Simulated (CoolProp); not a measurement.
A single-stage vapour-compression cycle with R134a: evaporating at 276.15 K (dew point), condensing at 324.15 K (bubble point), superheat 5 K, subcooling 8 K, compressor efficiency 0.7, no pressure losses. Each further row changes one setting.

Computed with CoolProp (reference Helmholtz-energy equation of state, Tillner-Roth 1994).

```csv
case,cooling COP,pressure ratio,discharge temperature (K),refrigerating effect (kJ/kg),volumetric capacity (kJ/m³)
as stated,3.32,4.15,345.1,144,2250
evaporating temperature 281.15 K,3.86,3.49,343.0,147,2710
condensing temperature 319.15 K,3.83,3.65,339.0,151,2360
subcooling 13 K,3.49,4.15,345.1,152,2360
superheat 15 K,3.34,4.15,355.3,153,2280
compressor efficiency 0.6,2.84,4.15,351.6,144,2250
```
